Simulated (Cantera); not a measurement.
# Hydrocarbon pyrolysis for carbon deposition

A perfectly stirred reactor is fed with C3H8 : H2 = 1 : 9.4 (molar parts), at 0.0750 Torr; it is held at 1675 K, and followed from long to short residence time.

Model: GRI-Mech 3.0 (53 species, 325 reactions), integrated in Cantera. GRI-Mech 3.0 was tuned for natural gas; its chemistry of propane as a main component is partial and can be far from experiment. GRI-Mech 3.0 stops at C3 and has no aromatics, soot or wall deposition, so with more carbon than oxygen in the feed, carbon stays in small species such as C2H2 where larger ones or solid carbon would form. Radical loss at walls, strong at low pressure, is not modelled.

| τ (s) | x C3H8 | x H2 | x H | x CH4 | x C2H | x CH3 |
|---|---|---|---|---|---|---|
| 0.61 | 0.00101 | 0.826 | 0.00486 | 0.0821 | 1.83e-6 | 0.0108 |
| 0.26 | 0.00225 | 0.820 | 0.00526 | 0.0875 | 1.59e-6 | 0.0140 |
| 0.11 | 0.00501 | 0.817 | 0.00558 | 0.0867 | 1.18e-6 | 0.0183 |
| 0.049 | 0.0107 | 0.819 | 0.00556 | 0.0783 | 6.71e-7 | 0.0234 |
| 0.021 | 0.0238 | 0.831 | 0.00475 | 0.0588 | 2.08e-7 | 0.0285 |
| 0.0093 | 0.0471 | 0.855 | 0.00318 | 0.0310 | 2.62e-8 | 0.0274 |
| 0.0040 | 0.0725 | 0.881 | 0.00171 | 0.00921 | 1.17e-9 | 0.0172 |
| 0.0018 | 0.0862 | 0.895 | 0.000876 | 0.00196 | 3.66e-11 | 0.00789 |
x: mole fraction; the columns are a selection and need not sum to one.
